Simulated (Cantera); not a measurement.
Input: 1 mol SiCl4, 1.9 mol Cl2, 2 mol H2, held at 0.130 bar.

Method: chemical equilibrium by Gibbs-energy minimisation in Cantera with the NASA 1993 tables (ideal gas, pure condensed phases). Candidate condensed phases: Si; 19 gas species. The tables' values for SiCl3 are old estimates; treat these amounts as uncertain. Kinetics and transport are ignored. All values below are at 1075 K.

Base state: HCl 0.776, SiCl4 0.204, H2 0.0203, SiHCl3 6.64e-5, SiCl3 5.51e-5 (mole fractions); condensed: gas only.

Q: What changes in the equilibrium state with this change: H2 from 2 to 14 mol?

A: 
```csv
species,before,after
H2,0.0203,0.713
HCl,0.776,0.227
SiCl4,0.204,0.0566
SiH2Cl2,2.53e-9,1.01e-5
SiCl2,2.35e-7,2.67e-5
SiHCl3,6.64e-5,0.00221
SiCl3,5.51e-5,0.000309
```

Q: What changes in the equilibrium state with this change: H2 from 2 to 0.49 mol?

A: 
```json
[
 {"species": "Cl2", "before": "4.28e-9", "after": "0.415"},
 {"species": "SiCl4", "before": "0.204", "after": "0.295"},
 {"species": "HCl", "before": "0.776", "after": "0.289"},
 {"species": "H2", "before": "0.0203", "after": "<1e-9"},
 {"species": "SiHCl3", "before": "6.64e-5", "after": "<1e-9"},
 {"species": "Cl", "before": "2.00e-7", "after": "0.00197"},
 {"species": "SiCl3", "before": "5.51e-5", "after": "8.08e-9"}
]
```
